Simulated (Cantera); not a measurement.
Equilibrium for chlorosilane synthesis and conversion: Si + Cl2 + H2

A closed system holds: 1 mol Si, 1.4 mol Cl2, 5.6 mol H2, at 0.133 bar.

These are equilibrium values from Cantera (NASA tables, ideal gas, pure condensed phases), not measurements of a reactor. Candidate condensed phases: Si; 19 gas species. The tables' values for SiCl3, SiCl are old estimates; treat these amounts as uncertain. Gases not in the tables: Si2H6 and higher silanes. Equilibrium is a limit: real reactors are often held back by kinetics, nucleation or transport.

| T (°C) | x H2 | x HCl | x SiCl2 | x SiCl4 | x SiHCl3 | x SiCl3 | n Si(s) | n Si(l) |
|---|---|---|---|---|---|---|---|---|
| 900 | 0.835 | 0.0576 | 0.00903 | 0.0672 | 0.0227 | 0.00784 | 0.311 | 0 |
| 975 | 0.812 | 0.0824 | 0.0210 | 0.0532 | 0.0185 | 0.0124 | 0.313 | 0 |
| 1050 | 0.785 | 0.108 | 0.0403 | 0.0361 | 0.0134 | 0.0163 | 0.293 | 0 |
| 1125 | 0.761 | 0.129 | 0.0639 | 0.0201 | 0.00837 | 0.0174 | 0.256 | 0 |
| 1200 | 0.744 | 0.142 | 0.0850 | 0.00926 | 0.00456 | 0.0152 | 0.217 | 0 |
| 1275 | 0.734 | 0.148 | 0.0996 | 0.00380 | 0.00230 | 0.0116 | 0.187 | 0 |
| 1350 | 0.729 | 0.151 | 0.109 | 0.00152 | 0.00114 | 0.00840 | 0.167 | 0 |
| 1425 | 0.727 | 0.152 | 0.114 | 0.000627 | 0.000578 | 0.00600 | 0 | 0.156 |
| 1500 | 0.722 | 0.159 | 0.113 | 0.000292 | 0.000310 | 0.00441 | 0 | 0.174 |
x: gas mole fraction; n: condensed amount in mol.

From 900 °C to 1350 °C the condensed part is Si(s). From 1425 °C to 1500 °C the condensed part is Si(l). The main Si-bearing gas is SiCl4 at 900 °C and SiCl2 at 1500 °C. The share of Si in condensed phases is highest at 975 °C (31.3 %) and lowest at 1425 °C (15.6 %).
